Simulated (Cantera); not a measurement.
# Equilibrium for aluminium nitride and oxide growth: Al + H₂O + H₂ + NH₃

Input: 1 mol Al, 0.23 mol H₂O, 65 mol H₂, 55 mol NH₃, held at 1502 °C.

Cantera equilibrium calculation (NASA polynomials, part measured and part estimated; ideal gas, pure solids and liquids). Candidate condensed phases: Al, AlN, Al₂O₃, H₂O; 35 gas species. Mutual solubility and eutectic melting of coexisting phases are not modelled. The tables' values for AlOH are old estimates; treat these amounts as uncertain. Kinetics and transport are ignored.

```json
[
 {"P (Pa)": "10", "x H₂": "0.815", "x N₂": "0.154", "x H": "0.0261", "x Al": "0.00401", "x Al₂O": "0.000555", "x AlH": "1.76e-5", "x H₂O": "3.50e-5", "x AlOH": "1.77e-5", "n Al₂O₃(s)": "0.0405", "n AlN(s)": "0"},
 {"P (Pa)": "37", "x H₂": "0.827", "x N₂": "0.155", "x H": "0.0137", "x Al": "0.00371", "x Al₂O": "0.000777", "x AlH": "3.17e-5", "x H₂O": "1.56e-5", "x AlOH": "1.40e-5", "n Al₂O₃(s)": "0.0290", "n AlN(s)": "0"},
 {"P (Pa)": "140", "x H₂": "0.833", "x N₂": "0.156", "x H": "0.00706", "x Al": "0.00334", "x Al₂O": "0.00105", "x AlH": "5.56e-5", "x H₂O": "6.95e-6", "x AlOH": "1.08e-5", "n Al₂O₃(s)": "0.0138", "n AlN(s)": "0"},
 {"P (Pa)": "520", "x H₂": "0.840", "x N₂": "0.155", "x H": "0.00368", "x Al": "0.00112", "x Al₂O": "0.000380", "x AlH": "3.61e-5", "x H₂O": "6.04e-6", "x AlOH": "6.08e-6", "n Al₂O₃(s)": "0.0537", "n AlN(s)": "0.555"},
 {"P (Pa)": "1900", "x H₂": "0.843", "x N₂": "0.155", "x H": "0.00193", "x Al": "0.000161", "x Al₂O": "4.39e-5", "x AlH": "9.92e-6", "x H₂O": "9.34e-6", "x AlOH": "2.57e-6", "n Al₂O₃(s)": "0.0734", "n AlN(s)": "0.808"},
 {"P (Pa)": "7200", "x H₂": "0.844", "x N₂": "0.155", "x H": "0.000991", "x Al": "2.18e-5", "x Al₂O": "4.76e-6", "x AlH": "2.62e-6", "x H₂O": "1.46e-5", "x AlOH": "1.06e-6", "n Al₂O₃(s)": "0.0755", "n AlN(s)": "0.843"},
 {"P (Pa)": "27000", "x H₂": "0.845", "x N₂": "0.155", "x H": "0.000512", "x Al": "3.00e-6", "x Al₂O": "5.26e-7", "x AlH": "6.98e-7", "x H₂O": "2.27e-5", "x AlOH": "4.38e-7", "n Al₂O₃(s)": "0.0753", "n AlN(s)": "0.849"},
 {"P (Pa)": "100000", "x H₂": "0.845", "x N₂": "0.155", "x H": "0.000266", "x Al": "4.21e-7", "x Al₂O": "5.93e-8", "x AlH": "1.89e-7", "x H₂O": "3.51e-5", "x AlOH": "1.83e-7", "n Al₂O₃(s)": "0.0746", "n AlN(s)": "0.851"}
]
```
x: gas mole fraction; n: condensed amount in mol.

From 10.0 Pa to 1.40 mbar the condensed part is Al₂O₃(s). From 5.20 mbar to 1.00 bar the condensed part is AlN(s) + Al₂O₃(s). The main Al-bearing gas is Al throughout. The share of Al in condensed phases is highest at 1.00 bar (100.0 %) and lowest at 1.40 mbar (2.8 %).
